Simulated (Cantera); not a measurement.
A perfectly stirred reactor is fed with CH₄ : O₂ : N₂ : H₂O = 1 : 4.76 : 17.9 : 0.31 (molar parts), equivalence ratio 0.42, at 760 Torr; it is adiabatic with a 800 K inlet, and is followed from long to short residence time, starting on the burning branch (τ in s: 0.031, 0.018, 0.011, 0.0065, 0.0039, 0.0023, 0.0014, 0.00083, 0.00049, 0.0003, 0.00018, 0.0001, 6.3e-05).

Detailed kinetics in Cantera: GRI-Mech 3.0 (53 species, 325 reactions).

One state of this run: T (K) = 1692; x CH₄ = 8.43e-5; x O₂ = 0.115; x CH₂ = 2.86e-7; x C₂H₆ = 3.26e-9; x NO₂ = 7.84e-9. x: mole fraction; the columns are a selection and need not sum to one.

Q: Which value of τ (s) does it belong to?
(A) 0.018
(B) 0.00010
(C) 6.3e-5
(D) 0.0039

A: D, 0.0039
